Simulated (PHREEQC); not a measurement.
# Acid rinse or clean (model solution)

A solution holds 0.23 mol HNO3, 0.075 mol FeCl3 and 0.035 mol MnSO4 per kg of water, at 25 °C. It is in equilibrium with CO2 at log p = -3.4 (atm). Otherwise closed; pH follows from the charge balance.

All values are PHREEQC results (ion-association model, phreeqc.dat), not measurements.

Each row changes one thing in this solution. This is a speciation only: nothing precipitates in the calculation.

```
case                                             pH  ionic strength (mol/kgw)  Cl- (mol/kgw)  FeCl+2 (mol/kgw)  Fe+3 (mol/kgw)  FeCl2+ (mol/kgw)  SI of Goethite (FeOOH)  SI of Hematite (Fe2O3)
---------------------------------------------  ----  ------------------------  -------------  ----------------  --------------  ----------------  ----------------------  ----------------------
as made                                        0.80                     0.554          0.183            0.0280          0.0191           0.00451                   +0.59                   +3.20
diluted 2-fold with water                      1.07                     0.290         0.0973            0.0110          0.0128           0.00121                   +1.37                   +4.76
MnSO4 left out                                 0.76                     0.529              …            0.0398          0.0285                 …                   +0.65                   +3.31
0.057 mol/kgw LiOH added                       0.93                     0.552          0.183            0.0277          0.0188           0.00448                   +0.98                   +3.97
MnSO4 replaced by Li2SO4 at the same molality  0.80                     0.529          0.187            0.0281          0.0186                 …                   +0.59                   +3.19
HNO3 from 0.23 to 0.046 mol/kgw                1.50                     0.355          0.184            0.0253          0.0161                 …                   +2.72                   +7.45
diluted 10-fold with water                     1.71                    0.0621         0.0214          0.000898         0.00345           3.68e-5                   +3.01                   +8.04
temperature from 25 to 30 °C                   0.80                     0.551          0.181                 …          0.0178           0.00408                   +0.74                   +3.51
```

Question: Complete the blanks.

Answer: 
- MnSO4 left out, Cl- (mol/kgw): 0.173
- MnSO4 left out, FeCl2+ (mol/kgw): 0.00617
- MnSO4 replaced by Li2SO4 at the same molality, FeCl2+ (mol/kgw): 0.00473
- HNO3 from 0.23 to 0.046 mol/kgw, FeCl2+ (mol/kgw): 0.00484
- temperature from 25 to 30 °C, FeCl+2 (mol/kgw): 0.0301

Complexes and solids missing from the database can't appear. Some of these states are supersaturated (in Hematite (slow to form), Goethite (slow to form), for instance).
